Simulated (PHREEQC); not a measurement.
Solution (20 °C): 0.016 mol/kgw Pb(NO3)2, 0.021 mol/kgw Na2SO4 and 0.0048 mol/kgw NaNO3. Closed to the air; pH follows from the charge balance.

The numbers come from PHREEQC with the ion-association model, phreeqc.dat.

Each row changes one thing in this solution. This is a speciation only: nothing precipitates in the calculation.

| case | pH | ionic strength (mol/kgw) | NO3- (mol/kgw) |
|---|---|---|---|
| as made | 5.13 | 0.0801 | 0.0354 |
| NaNO3 left out | 5.13 | 0.0750 | … |
| 0.0091 mol/kgw KCl added | 5.14 | … | 0.0355 |
| Na2SO4 from 0.021 to 0.0042 mol/kgw | 4.92 | 0.0509 | 0.0343 |
| diluted 10-fold with water | … | … | 0.00364 |
| Na2SO4 left out | 4.85 | 0.0468 | … |
| Pb(NO3)2 left out | 7.19 | 0.0642 | 0.00480 |
| Pb(NO3)2 from 0.016 to 0.024 mol/kgw | 4.98 | 0.0934 | 0.0497 |
| diluted 5-fold with water | 5.34 | 0.0182 | 0.00724 |

Task: Some entries are withheld; supply them.

Result: 
- NaNO3 left out, NO3- (mol/kgw): 0.0308
- 0.0091 mol/kgw KCl added, ionic strength (mol/kgw): 0.0894
- diluted 10-fold with water, pH: 5.43
- diluted 10-fold with water, ionic strength (mol/kgw): 0.00963
- Na2SO4 left out, NO3- (mol/kgw): 0.0338

Species that the database lacks are ignored. Some of these states are supersaturated (in Anglesite, for instance).
